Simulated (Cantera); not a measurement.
A perfectly stirred reactor is fed with C2H6 : N2 = 1 : 47 (molar parts), at 1330 Pa; it is held at 1200 K, and followed from long to short residence time.

Cantera simulation using GRI-Mech 3.0 (53 species, 325 reactions); the numbers are that mechanism's predictions, not measurements. GRI-Mech 3.0 stops at C3 and has no aromatics, soot or wall deposition, so with more carbon than oxygen in the feed, carbon stays in small species such as C2H2 where larger ones or solid carbon would form. Radical loss at walls, strong at low pressure, is not modelled.

Task: What does this change do: C2H6 1 to 9.8 parts?

Result: 
| quantity | before | after |
|---|---|---|
| x(C2H6) at τ = 0.910 s | 0.00452 | 0.0236 |
| x(CH2) at τ = 0.910 s | 1.18e-8 | 5.94e-9 |
| x(C2H2) at τ = 0.910 s | 0.00433 | 0.0297 |
| x(CH4) at τ = 0.910 s | 0.00344 | 0.0365 |
| x(C2H) at τ = 0.910 s | 3.77e-10 | 5.73e-10 |
| x(C2H6) at τ = 9.90 ms | 0.0206 | 0.167 |
| x(CH2) at τ = 9.90 ms | 2.87e-9 | 6.76e-9 |
| x(C2H2) at τ = 9.90 ms | 2.50e-7 | 1.94e-5 |
| x(CH4) at τ = 9.90 ms | 1.85e-5 | 0.000711 |
| x(C2H) at τ = 9.90 ms | <1e-12 | 4.57e-12 |

Task: What does this change do: pressure from 1330 Pa to 43000 Pa?

Result: 
| quantity | before | after |
|---|---|---|
| x(C2H6) at τ = 0.910 s | 0.00452 | 0.000868 |
| x(CH2) at τ = 0.910 s | 1.18e-8 | 1.11e-10 |
| x(C2H2) at τ = 0.910 s | 0.00433 | 0.0111 |
| x(CH4) at τ = 0.910 s | 0.00344 | 0.00281 |
| x(C2H) at τ = 0.910 s | 3.77e-10 | 1.21e-10 |
| x(C2H6) at τ = 9.90 ms | 0.0206 | 0.0166 |
| x(CH2) at τ = 9.90 ms | 2.87e-9 | 1.17e-9 |
| x(C2H2) at τ = 9.90 ms | 2.50e-7 | 0.000135 |
| x(CH4) at τ = 9.90 ms | 1.85e-5 | 0.000363 |
| x(C2H) at τ = 9.90 ms | <1e-12 | 9.95e-12 |

Task: What does this change do: C2H6 1 to 0.4 parts?

Result: 
```json
[
 {"quantity": "x(C2H6) at τ = 0.910 s", "before": "0.00452", "after": "0.00217"},
 {"quantity": "x(CH2) at τ = 0.910 s", "before": "1.18e-8", "after": "1.50e-8"},
 {"quantity": "x(C2H2) at τ = 0.910 s", "before": "0.00433", "after": "0.00158"},
 {"quantity": "x(CH4) at τ = 0.910 s", "before": "0.00344", "after": "0.00110"},
 {"quantity": "x(C2H) at τ = 0.910 s", "before": "3.77e-10", "after": "2.80e-10"},
 {"quantity": "x(C2H6) at τ = 9.90 ms", "before": "0.0206", "after": "0.00839"},
 {"quantity": "x(CH2) at τ = 9.90 ms", "before": "2.87e-9", "after": "1.43e-9"},
 {"quantity": "x(C2H2) at τ = 9.90 ms", "before": "2.50e-7", "after": "2.55e-8"},
 {"quantity": "x(CH4) at τ = 9.90 ms", "before": "1.85e-5", "after": "3.41e-6"},
 {"quantity": "x(C2H) at τ = 9.90 ms", "before": "<1e-12", "after": "<1e-12"}
]
```
